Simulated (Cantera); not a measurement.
## N2O furnace oxynitridation

A perfectly stirred reactor is fed with 70.4 % N2O, 29.6 % O2, at 47.3 Torr; it is held at 1423 K, and followed from long to short residence time.

Detailed kinetics in Cantera: GRI-Mech 3.0 (53 species, 325 reactions). GRI-Mech 3.0 was tuned for natural gas; its chemistry of N2O as a main component is partial and can be far from experiment. The temperature is held fixed by assumption; the heat of reaction is taken as removed at once.

```tsv
τ (s)	x N2O	x O2	x NO2	x O	x NO
16	0.0265	0.428	7.19e-5	2.46e-5	0.0893
5.3	0.0695	0.415	6.84e-5	2.90e-5	0.0917
1.8	0.167	0.395	5.74e-5	3.13e-5	0.0808
0.61	0.334	0.364	3.81e-5	3.23e-5	0.0566
0.21	0.509	0.332	1.88e-5	3.26e-5	0.0300
0.070	0.624	0.310	6.76e-6	3.27e-5	0.0123
0.024	0.675	0.301	1.90e-6	3.27e-5	0.00455
0.0080	0.694	0.298	3.77e-7	3.25e-5	0.00155
0.0027	0.701	0.296	5.62e-8	3.20e-5	0.000521
0.00092	0.703	0.296	6.81e-9	3.05e-5	0.000170
```
x: mole fraction; the columns are a selection and need not sum to one.
